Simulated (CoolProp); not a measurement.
100 sccm (0 °C, 1 atm) of nitrogen bubbles through liquid p-xylene at 362.6 K and leaves saturated at a total pressure of 0.15 MPa (ideal gas phase). Each further row changes one setting.

Values from CoolProp's reference Helmholtz-energy equation of state, Zhou 2012.

```json
[
 {"case": "as stated", "vapour pressure (kPa)": "22.2", "mole fraction of vapour": "0.148", "delivery (mg/min)": "82.4", "delivery (sccm)": "[?]", "change of delivery for a bath 1 K warmer (%)": "4.3"},
 {"case": "bath temperature 367.6 K", "vapour pressure (kPa)": "26.5", "mole fraction of vapour": "[?]", "delivery (mg/min)": "[?]", "delivery (sccm)": "[?]", "change of delivery for a bath 1 K warmer (%)": "4.3"},
 {"case": "total pressure 0.3 MPa", "vapour pressure (kPa)": "22.2", "mole fraction of vapour": "[?]", "delivery (mg/min)": "[?]", "delivery (sccm)": "[?]", "change of delivery for a bath 1 K warmer (%)": "[?]"}
]
```

Question: Complete the blanks.

Answer: 
- as stated, delivery (sccm): 17.4
- bath temperature 367.6 K, mole fraction of vapour: 0.177
- bath temperature 367.6 K, delivery (mg/min): 102
- bath temperature 367.6 K, delivery (sccm): 21.5
- total pressure 0.3 MPa, mole fraction of vapour: 0.0741
- total pressure 0.3 MPa, delivery (mg/min): 37.9
- total pressure 0.3 MPa, delivery (sccm): 8.00
- total pressure 0.3 MPa, change of delivery for a bath 1 K warmer (%): 4.0
